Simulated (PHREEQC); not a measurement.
A solution holds 52 mmol/kgw Cu(NO3)2, 37 mmol/kgw HCl and 0.2 mmol/kgw Na2SO4, at 45 °C. It is in equilibrium with CO2 at log p = 0 (atm). Otherwise closed; pH follows from the charge balance.

Computed with PHREEQC (ion-association model, phreeqc.dat).

Task: The ionic strength comes out as 0.186 mol/kgw. What activity coefficients do Cl-, CuHCO3+, CuCl+, Na+, SO4-2 get?

Result: Cl- 0.71, CuHCO3+ 0.74, CuCl+ 0.72, Na+ 0.74, SO4-2 0.29.

This is a speciation only: nothing precipitates in the calculation. Species that the database lacks are ignored. Constants without temperature data keep their 25 °C values here.
